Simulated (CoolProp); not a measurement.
Vapour-liquid equilibrium of fluoroethane (R161) (1) + R1234yf (2) at 0.0277 bar; x and y are mole fractions of (1).

Computed with CoolProp (multi-fluid Helmholtz-energy mixture model, Wu 2012 and Lemmon 2022; pair parameters Bell 2016).

Q: Give the bubble temperature and the first vapour's composition at x = 0.25, 0.45, 0.85. Is there an azeotrope?

A: x = 0.25: 182.2 K, y = 0.390; x = 0.45: 180.8 K, y = 0.590; x = 0.85: 179.2 K, y = 0.885. No azeotrope shows between x = 0.05 and 0.95.

The pair parameters rest on a limited set of measurements; away from them the model extrapolates.
